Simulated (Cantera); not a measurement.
Input (Python, Cantera):

```python
import numpy as np
import cantera as ct

gas = ct.Solution("gri30.yaml")
gas.TPX = 1550, 101325, {'CH3OH': 1, 'O2': 1.76, 'N2': 6.64}
reactor = ct.IdealGasReactor(gas, energy="on", clone=False)
net = ct.ReactorNet([reactor])
net.rtol, net.atol = 1e-08, 1e-16
show = ['CH3OH', 'O2', 'C2H', 'N2O', 'C2H6', 'H2O']
times = np.geomspace(1e-05, 5, 13)

steps = ct.SolutionArray(gas, extra=["t"])
rows = []
print(f"{'t/s':>10s}{'T/K':>9s}{'P/Pa':>11s}" + "".join(f"{s:>11s}" for s in show))
for t in times:
    while net.time < t:
        t_next = net.step()
        steps.append(gas.state, t=t_next)
    rows.append([np.interp(t, steps.t, y) for y in (steps.T, steps.P, *steps(*show).X.T)])
    print(f"{t:10.3e}{rows[-1][0]:9.1f}{rows[-1][1]:11.4g}" + "".join(f"{x:11.3e}" for x in rows[-1][2:]))
rate = np.gradient(steps.T, steps.t)
print("integrator steps:", len(steps.t))
if steps.T.max() > steps.T[0] + 200:
    print(f"time of steepest temperature rise: {steps.t[rate.argmax()]:.4e} s")
gas.TPX = 1550, 101325, {'CH3OH': 1, 'O2': 1.76, 'N2': 6.64}
gas.equilibrate("UV")
print(f"equilibrium (UV): T = {gas.T:.1f} K  " + "  ".join(f"{s} {gas[s].X[0]:.3e}" for s in show))
```

It prints:

```
       t/s      T/K       P/Pa      CH3OH         O2        C2H        N2O       C2H6        H2O
 1.000e-05   1550.0  1.013e+05  1.061e-01  1.871e-01  1.145e-17  3.011e-10  2.849e-08  9.957e-05
 2.985e-05   1550.7  1.014e+05  1.054e-01  1.866e-01  1.116e-16  2.990e-09  1.719e-07  4.399e-04
 8.909e-05   1573.1  1.036e+05  9.546e-02  1.810e-01  8.859e-15  3.222e-08  2.825e-07  6.653e-03
 2.659e-04   2860.4  2.063e+05  3.375e-16  4.137e-02  3.369e-19  9.101e-07  2.403e-29  1.596e-01
 7.937e-04   2851.7  2.055e+05  3.474e-16  3.808e-02  3.257e-19  9.796e-07  2.631e-29  1.603e-01
 2.369e-03   2846.4   2.05e+05  3.528e-16  3.635e-02  3.182e-19  1.054e-06  2.758e-29  1.607e-01
 7.071e-03   2846.2   2.05e+05  3.530e-16  3.629e-02  3.179e-19  1.057e-06  2.762e-29  1.607e-01
 2.111e-02   2846.2   2.05e+05  3.530e-16  3.629e-02  3.179e-19  1.057e-06  2.762e-29  1.607e-01
 6.300e-02   2846.2   2.05e+05  3.530e-16  3.629e-02  3.179e-19  1.057e-06  2.762e-29  1.607e-01
 1.880e-01   2846.2   2.05e+05  3.530e-16  3.629e-02  3.179e-19  1.057e-06  2.762e-29  1.607e-01
 5.612e-01   2846.2   2.05e+05  3.530e-16  3.629e-02  3.179e-19  1.057e-06  2.762e-29  1.607e-01
 1.675e+00   2846.2   2.05e+05  3.530e-16  3.629e-02  3.179e-19  1.057e-06  2.762e-29  1.607e-01
 5.000e+00   2846.2   2.05e+05  3.530e-16  3.629e-02  3.179e-19  1.057e-06  2.762e-29  1.607e-01
integrator steps: 1805
time of steepest temperature rise: 1.3671e-04 s
equilibrium (UV): T = 2846.2 K  CH3OH 3.676e-16  O2 3.629e-02  C2H 3.366e-19  N2O 1.057e-06  C2H6 4.791e-29  H2O 1.607e-01
```

Cantera simulation using GRI-Mech 3.0 (53 species, 325 reactions); the numbers are that mechanism's predictions, not measurements. GRI-Mech 3.0 was tuned for natural gas; its chemistry of methanol as a main component is partial and can be far from experiment.
